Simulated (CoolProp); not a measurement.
The numbers come from the reference Helmholtz-energy equation of state, Colonna 2008 in CoolProp. It is a short technical equation, of lower accuracy than the large ones.

Task: For dodecamethylcyclohexasiloxane (D6), give the phase and the cv (kJ/(kg K)), isothermal compressibility (1/MPa), expansivity (1/kK) at 620 K and 1.08 bar; 620 K and 1.69 bar; 620 K and 6.37 bar.

Result: 
- 620 K and 1.08 bar: gas; cv 1.94, isothermal compressibility 9.81, expansivity 1.94
- 620 K and 1.69 bar: gas; cv 1.94, isothermal compressibility 6.51, expansivity 2.18
- 620 K and 6.37 bar: gas; cv 1.97, isothermal compressibility 3.32, expansivity 10.4
